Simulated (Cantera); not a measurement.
## Stirred combustor or abatement burner

A perfectly stirred reactor is fed with CH4 : O2 : N2 = 1 : 2.6 : 9.77 (molar parts), equivalence ratio 0.77, at 1.01 bar; it is adiabatic with a 823 K inlet, and is followed from long to short residence time, starting on the burning branch (τ in s: 0.26, 0.12, 0.054, 0.024, 0.011, 0.0049, 0.0022, 0.001, 0.00045, 0.0002, 9.1e-05, 4.1e-05, 1.8e-05).

Cantera simulation using GRI-Mech 3.0 (53 species, 325 reactions); the numbers are that mechanism's predictions, not measurements.

| τ (s) | T (K) | x CH4 | x O2 | x CO2 | x C2H6 | x C2H4 | x OH | x NO |
|---|---|---|---|---|---|---|---|---|
| 0.26 | 2296 | 6.14e-7 | 0.0430 | 0.0704 | <1e-12 | 3.08e-12 | 0.00591 | 0.00502 |
| 0.12 | 2296 | 1.29e-6 | 0.0435 | 0.0703 | <1e-12 | 1.34e-11 | 0.00603 | 0.00391 |
| 0.054 | 2295 | 2.74e-6 | 0.0443 | 0.0700 | <1e-12 | 5.84e-11 | 0.00623 | 0.00265 |
| 0.024 | 2290 | 5.72e-6 | 0.0450 | 0.0695 | 2.54e-12 | 2.36e-10 | 0.00657 | 0.00159 |
| 0.011 | 2277 | 1.11e-5 | 0.0457 | 0.0684 | 9.08e-12 | 7.83e-10 | 0.00712 | 0.000920 |
| 0.0049 | 2252 | 2.08e-5 | 0.0466 | 0.0666 | 2.97e-11 | 2.23e-9 | 0.00799 | 0.000516 |
| 0.0022 | 2212 | 3.76e-5 | 0.0479 | 0.0638 | 8.78e-11 | 5.39e-9 | 0.00906 | 0.000287 |
| 0.0010 | 2159 | 6.77e-5 | 0.0496 | 0.0603 | 2.57e-10 | 1.25e-8 | 0.0101 | 0.000158 |
| 0.00045 | 2095 | 0.000128 | 0.0517 | 0.0562 | 8.41e-10 | 3.17e-8 | 0.0109 | 8.74e-5 |
| 0.00020 | 2021 | 0.000262 | 0.0546 | 0.0512 | 3.39e-9 | 9.73e-8 | 0.0111 | 4.97e-5 |
| 9.1e-5 | 1945 | 0.000586 | 0.0590 | 0.0447 | 1.80e-8 | 3.87e-7 | 0.0105 | 2.87e-5 |
| 4.1e-5 | 1853 | 0.00171 | 0.0684 | 0.0332 | 2.16e-7 | 2.99e-6 | 0.00847 | 1.42e-5 |
| 1.8e-5 | 823 | 0.0748 | 0.194 | <1e-12 | <1e-12 | <1e-12 | <1e-12 | <1e-12 |
x: mole fraction; the columns are a selection and need not sum to one.
